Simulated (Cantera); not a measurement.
Charge: 1 mol SiC, 4 mol H2O, 880 mol N2, at 0.00110 bar.

Equilibrium computed with Cantera from the NASA thermochemical tables; the gas is ideal and each condensed phase is pure. Candidate condensed phases: C, C6H6, C7H8, C8H18, H2O, Si, SiC, SiO2, Si2N2O, Si3N4; 151 gas species. The tables hold silica as quartz up to 1696 K and as liquid above; real silica turns to tridymite and cristobalite and melts near 1996 K. Equilibrium is a limit: real reactors are often held back by kinetics, nucleation or transport. All values below are at 1648 K.

Base state: N2 0.994, H2 0.00323, H2O 0.00121, CO 0.00101, SiO 0.000202, H 0.000153, CO2 0.000118 (mole fractions); condensed: SiO2(β-quartz).

**Question.** What changes in the equilibrium state with this change: H2O from 4 to 0.32 mol?

**Answer.** 
```csv
species,before,after
N2,0.994,0.999
H2,0.00323,0.000337
CO,0.00101,0.000203
H2O,0.00121,<1e-9
SiO,0.000202,0.000160
CO2,0.000118,<1e-9
Si,<1e-9,4.38e-5
"SiO2(β-quartz), mol",0.821,0
"SiC(s), mol",0,0.818
```
